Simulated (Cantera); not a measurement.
An isothermal, constant-pressure homogeneous reactor starts with H₂ : O₂ = 0.0092 : 1 (molar parts), equivalence ratio 0.0046, at 1273 K and 1330 Pa.

Computed with Cantera and the H2/O2 subset of GRI-Mech 3.0, which has no nitrogen chemistry. Radical loss at walls, strong at low pressure, is not modelled.

One state of this run: x H₂ = 0.00405; x O₂ = 0.986; x O = 0.00358; x HO₂ = 1.01e-6; x OH = 0.00177; x H₂O = 0.00399; x H = 0.000384. x: mole fraction; the columns are a selection and need not sum to one.

Task: Which value of t (s) does it belong to?
A) 0.00632
B) 0.0192
C) 8.00e-6
D) 0.00208

Result: A, 0.00632
